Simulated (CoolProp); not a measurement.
Vapour-liquid equilibrium of R114 (1) + n-pentane (2) at 279.7 K; x and y are mole fractions of (1).

The numbers come from the multi-fluid Helmholtz-energy mixture model, Platzer 1990 and Thol 2019; pair parameters Bell 2016 in CoolProp. This equation is an older, rougher fit; its heat capacities, sound speeds and derivatives of the liquid may be far off and weren't checked against measurements.

### Question
Give the bubble pressure and the first vapour's composition at x = 0.05, 0.125, 0.275. Is there an azeotrope?

### Answer
x = 0.05: 40.79 kPa, y = 0.234; x = 0.125: 51.48 kPa, y = 0.434; x = 0.275: 68.46 kPa, y = 0.632. No azeotrope shows between x = 0.05 and 0.95.

Pair parameters are fitted to limited data, so mixtures are less certain than the pure fluids.
